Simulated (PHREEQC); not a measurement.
A solution holds 0.078 mol CuCl2, 5.1e-05 mol HCl and 0.0068 mol NaCl per kg of water, at 25 °C. Closed to the air; pH follows from the charge balance.

Computed with PHREEQC (ion-association model, phreeqc.dat).

| quantity | before | after |
|---|---|---|
| pH | 4.17 | 4.12 |
| CuCl+ (mol/kgw) | 0.00895 | 0.0168 |
| CuCl2 (mol/kgw) | 0.000352 | 0.000867 |
| SI of Halite (NaCl) | -4.83 | -4.70 |

Question: What was changed between the two runs?
(A) HCl left out
(B) CuCl2 from 0.078 to 0.117 mol/kgw
(C) diluted 100-fold with water
(D) HCl from 5.1e-05 to 0.000102 mol/kgw
(E) 0.0037 mol/kgw CO2 added

Answer: B, CuCl2 from 0.078 to 0.117 mol/kgw

No solid was allowed to form.
